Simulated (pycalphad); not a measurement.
Source of the numbers: pycalphad with the COST 507 light-alloy database (1999); pressure 1 atm. These are 1990s assessments: newer ones move some temperatures and phases. Diffusion is slow at the low end, where real alloys seldom reach equilibrium.

Task: How does the equilibrium phase assembly of Ti-1.395Hf-2.308B (wt.%) change on cooling from 2850 K to 500 K?

Result: 
```csv
T (K),phases above,phases below
1869.6,liquid,BM + liquid
1816 ± 3,BM + liquid,bcc + BM
1153.0,bcc + BM,bcc + BM + hcp
1151.9,bcc + BM + hcp,BM + hcp
```
Changes were sought between steps of 50 K, so a narrower field can be missed.

Database names, with the compositions (at.%) that they take in these runs: BM: Ti 50 B 50.
